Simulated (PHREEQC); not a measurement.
Make-up at 10 °C: 0.34 mmol/kgw H2S, 0.099 mmol/kgw NaCl and 0.071 mmol/kgw FeCl2. Closed to the air; pH follows from the charge balance.

Equilibrium calculation in PHREEQC: ion-association model, phreeqc.dat.

```
quantity            before     after
-----------------  -------  --------
pH                    5.24      5.31
HS- (mol/kgw)      4.04e-6   4.71e-6
Fe(HS)2 (mol/kgw)  9.07e-7   1.28e-7
FeCl+ (mol/kgw)    2.15e-8   1.04e-9
FeOH+ (mol/kgw)    1.12e-9  1.33e-10
```

Q: Name the change that produced these shifts.
(A) 2.9e-05 mol/kgw LiOH added
(B) diluted 10-fold with water
(C) NaCl left out
(D) FeCl2 from 7.1e-05 to 0.000355 mol/kgw
(E) FeCl2 from 7.1e-05 to 7.1e-06 mol/kgw

A: E, FeCl2 from 7.1e-05 to 7.1e-06 mol/kgw

Precipitation was switched off in this run. Away from 25 °C the constants follow the database's enthalpies or fits; those with neither stay at their 25 °C values.
